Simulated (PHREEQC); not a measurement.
Metal-bearing waste water

Consider water at 80 °C with 0.0116 mol/kgw FeCl3, 0.0016 mol/kgw CuCl2 and 0.013 mol/kgw NaCl. Closed to the air; pH follows from the charge balance.

Equilibrium calculation in PHREEQC: ion-association model, wateq4f.dat.

This is a speciation only: nothing precipitates in the calculation.

Task: Predict the pH, ionic strength.

Result: pH 2.12; ionic strength 0.0659 mol/kgw.

Task: In which forms is Cl present?

Result: Cl- 94 %, FeCl+2 4.2 %, CuCl+ 1.1 % of the Cl.

The solution is supersaturated, for example in Hematite (slow to form), Goethite (slow to form), so a real one may precipitate; this is no full list. At this temperature some constants are extrapolated from 25 °C, and those without enthalpy data are left unchanged.
